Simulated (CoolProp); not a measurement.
The fluid at 293.15 K and 0.0101 MPa is compressed adiabatically to 0.0461 MPa with isentropic efficiency 0.7. The same conditions are run with several fluids, on thermodynamics alone (safety and materials aside).

Model: reference Helmholtz-energy equation of state of each fluid (n-hexane: Thol 2019; R142b: Lemmon 2006; R245fa: Akasaka 2015; R407C: Lemmon 2003), in CoolProp. Blends and air are pseudo-pure fits.

### Question
Rank n-hexane, R142b, R245fa, R407C by work (kJ/kg), highest first.

### Answer
R407C (66.8), n-hexane (63.2), R142b (56.5), R245fa (41.4)

```json
[
 {"fluid": "n-hexane", "final temperature (K)": "331.0", "final density (kg/m³)": "1.48"},
 {"fluid": "R142b", "final temperature (K)": "358.1", "final density (kg/m³)": "1.57"},
 {"fluid": "R245fa", "final temperature (K)": "340.0", "final density (kg/m³)": "2.21"},
 {"fluid": "R407C", "final temperature (K)": "369.9", "final density (kg/m³)": "1.30"}
]
```
